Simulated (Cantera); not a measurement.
A closed system holds: 1 mol Si3N4, 15 mol F2, at 1248 K and 1.00 bar.

Equilibrium computed with Cantera from the NASA thermochemical tables; the gas is ideal and each condensed phase is pure. Candidate condensed phases: Si, Si3N4; 16 gas species. Equilibrium is a limit: real reactors are often held back by kinetics, nucleation or transport.

Base state: F 0.398, F2 0.315, SiF4 0.172, N2 0.114, NF3 0.00114 (mole fractions); condensed: gas only.

Question: What changes in the equilibrium state with this change: pressure from 1.00 bar to 44.0 mbar?

Answer: 
| species | before | after |
|---|---|---|
| F | 0.398 | 0.726 |
| SiF4 | 0.172 | 0.136 |
| N2 | 0.114 | 0.0910 |
| F2 | 0.315 | 0.0463 |
| NF3 | 0.00114 | 2.52e-6 |
